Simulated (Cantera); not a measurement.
Input: 1 mol Si3N4, 0.21 mol CO2, 370 mol N2, held at 10.0 bar.

Equilibrium computed with Cantera from the NASA thermochemical tables; the gas is ideal and each condensed phase is pure. Candidate condensed phases: C, Si, SiC, SiO2, Si2N2O, Si3N4; 34 gas species. Mutual solubility and eutectic melting of coexisting phases are not modelled. The numbers say what is thermodynamically allowed, not how fast it happens.

x: gas mole fraction; n: condensed amount in mol.

```csv
T (K),x N2,x CO,x SiO,x C2N2,n C(graphite),n Si2N2O(s),n Si3N4(s)
1300,1.00,___,1.14e-12,7.32e-11,0.210,0.420,0.720
1350,1.000,___,8.37e-12,2.14e-10,0.210,0.420,0.720
1400,1.000,___,5.30e-11,5.78e-10,0.209,0.419,0.721
1450,1.000,___,2.94e-10,1.46e-9,0.207,0.417,0.722
1500,1.000,___,1.45e-9,3.46e-9,0.203,0.413,0.725
1550,1.000,___,6.47e-9,7.78e-9,0.193,0.403,0.731
1600,1.000,___,2.61e-8,1.66e-8,0.174,0.384,0.744
1650,1.000,___,9.68e-8,3.38e-8,0.134,0.344,0.771
1700,1.000,___,3.31e-7,6.61e-8,0.0565,0.266,0.822
1750,0.999,0.000567,1.06e-6,6.26e-8,0,0.210,0.860
1800,0.999,0.000567,3.14e-6,3.30e-8,0,0.209,0.860
1850,0.999,0.000567,8.81e-6,1.80e-8,0,0.207,0.861
1900,0.999,0.000567,2.34e-5,1.02e-8,0,0.201,0.863
```

Complete the blanks.


- 1300, x CO: 3.37e-7
- 1350, x CO: 1.04e-6
- 1400, x CO: 2.94e-6
- 1450, x CO: 7.76e-6
- 1500, x CO: 1.92e-5
- 1550, x CO: 4.46e-5
- 1600, x CO: 9.83e-5
- 1650, x CO: 0.000206
- 1700, x CO: 0.000414
